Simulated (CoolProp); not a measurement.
The fluid at 298.15 K and 0.0725 MPa expands adiabatically to 0.0298 MPa with isentropic efficiency 0.85. The same conditions are run with several fluids, on thermodynamics alone (safety and materials aside).

The numbers come from the reference Helmholtz-energy equation of state of each fluid (R236FA: Pan 2012; propylene: Lemmon 2013; R507A: Lemmon 2003; carbon monoxide: Lemmon 2006; hydrogen sulfide: Lemmon 2006) in CoolProp. Blends and air are pseudo-pure fits.

Problem. Rank R236FA, propylene, R507A, carbon monoxide, hydrogen sulfide by work (kJ/kg), highest first.

Solution. carbon monoxide (59.0), hydrogen sulfide (49.1), propylene (41.6), R507A (18.0), R236FA (11.7)

```tsv
fluid	final temperature (K)	final density (kg/m³)
R236FA	282.7	1.95
propylene	269.4	0.563
R507A	276.1	1.29
carbon monoxide	241.3	0.416
hydrogen sulfide	248.2	0.494
```
